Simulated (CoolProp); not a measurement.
A Linde-Hampson liquefier for carbon monoxide: isothermal reversible compression at 300 K from 1 atm to 25 MPa, throttling to 1 atm, return gas leaving the recuperator 5 K below the feed. Each further row changes one setting.

Computed with CoolProp (reference Helmholtz-energy equation of state, Lemmon 2006). It is a short technical equation, of lower accuracy than the large ones.

```tsv
case	liquid yield per pass	compression work (kJ/kg of gas)
as stated	0.084	491
high pressure 50 MPa	0.091	565
warm-end temperature 330 K	0.060	544
warm-end gap 10 K	0.073	491
```
